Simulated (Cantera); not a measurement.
**Thermodynamics of nitride etching, feed AlN + H₂**

Input: 1 mol AlN, 90 mol H₂, at 10.0 mbar.

Method: chemical equilibrium by Gibbs-energy minimisation in Cantera with the NASA 1993 tables (ideal gas, pure condensed phases). Candidate condensed phases: Al, AlN; 13 gas species. Equilibrium is a limit: real reactors are often held back by kinetics, nucleation or transport.

From 1250 K to 1800 K the condensed part is AlN(s). The main Al-bearing gas is Al throughout.

| T (K) | x H₂ | x Al | x H | x N₂ | x AlH | x Al₂ | x NH₃ | n AlN(s) |
|---|---|---|---|---|---|---|---|---|
| 1250 | 1.000 | 1.92e-8 | 4.83e-6 | 1.32e-8 | 7.45e-9 | <1e-12 | 1.76e-10 | 1.000 |
| 1300 | 1.000 | 9.50e-8 | 1.11e-5 | 6.14e-8 | 2.82e-8 | <1e-12 | 3.07e-10 | 1.000 |
| 1350 | 1.000 | 4.16e-7 | 2.38e-5 | 2.56e-7 | 9.61e-8 | <1e-12 | 5.17e-10 | 1.000 |
| 1400 | 1.000 | 1.63e-6 | 4.86e-5 | 9.65e-7 | 2.99e-7 | <1e-12 | 8.40e-10 | 1.000 |
| 1450 | 1.000 | 5.81e-6 | 9.46e-5 | 3.34e-6 | 8.58e-7 | 5.33e-12 | 1.32e-9 | 0.999 |
| 1500 | 1.000 | 1.90e-5 | 0.000176 | 1.06e-5 | 2.29e-6 | 3.52e-11 | 2.02e-9 | 0.998 |
| 1550 | 1.000 | 5.72e-5 | 0.000315 | 3.15e-5 | 5.71e-6 | 2.05e-10 | 3.00e-9 | 0.994 |
| 1600 | 0.999 | 0.000161 | 0.000543 | 8.71e-5 | 1.35e-5 | 1.06e-9 | 4.35e-9 | 0.984 |
| 1650 | 0.998 | 0.000424 | 0.000908 | 0.000227 | 3.00e-5 | 4.98e-9 | 6.17e-9 | 0.959 |
| 1700 | 0.997 | 0.00105 | 0.00147 | 0.000558 | 6.38e-5 | 2.13e-8 | 8.56e-9 | 0.899 |
| 1750 | 0.994 | 0.00248 | 0.00232 | 0.00131 | 0.000129 | 8.32e-8 | 1.16e-8 | 0.764 |
| 1800 | 0.988 | 0.00557 | 0.00356 | 0.00291 | 0.000252 | 3.01e-7 | 1.55e-8 | 0.470 |
x: gas mole fraction; n: condensed amount in mol.
